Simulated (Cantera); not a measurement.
Charge: 1 mol C₆H₆, 0.11 mol CO₂, 1.6 mol H₂, at 2552 °C and 1.88 Torr.

These are equilibrium values from Cantera (NASA tables, ideal gas, pure condensed phases), not measurements of a reactor. Candidate condensed phases: C, C₆H₆, C₇H₈, C₈H₁₈, H₂O; 110 gas species. Rates play no part.

Base state: H 0.759, H₂ 0.181, CO 0.0272, C₃ 0.0171, C₂H₂ (acetylene) 0.00655, C₂H 0.00362, C 0.00346, C₂ 0.00168 (mole fractions); condensed: C(graphite).

Problem. What changes in the equilibrium state with this change: 0.064 mol NH₃ added?

Solution. 
| species | before | after |
|---|---|---|
| H | 0.759 | 0.756 |
| H₂ | 0.181 | 0.179 |
| CO | 0.0272 | 0.0266 |
| HCN | 0 | 0.00264 |
| N₂ | 0 | 0.00185 |
| C₃ | 0.0171 | 0.0171 |
| CN | 0 | 0.000962 |
| HNC | 0 | 0.000430 |
| C₄H₂ | 9.89e-5 | 9.80e-5 |
| C₂H₂ (acetylene) | 0.00655 | 0.00649 |
| C₂H₂ (vinylidene) | 1.34e-5 | 1.33e-5 |
| C(graphite), mol | 5.24 | 5.19 |

Problem. What changes in the equilibrium state with this change: CO₂ from 0.11 to 0.37 mol?

Solution. 
```tsv
species	before	after
H	0.759	0.720
H₂	0.181	0.163
CO	0.0272	0.0853
C₃	0.0171	0.0171
C₄H₂	9.89e-5	8.90e-5
C₂H₂ (acetylene)	0.00655	0.00589
C(graphite), mol	5.24	4.95
```
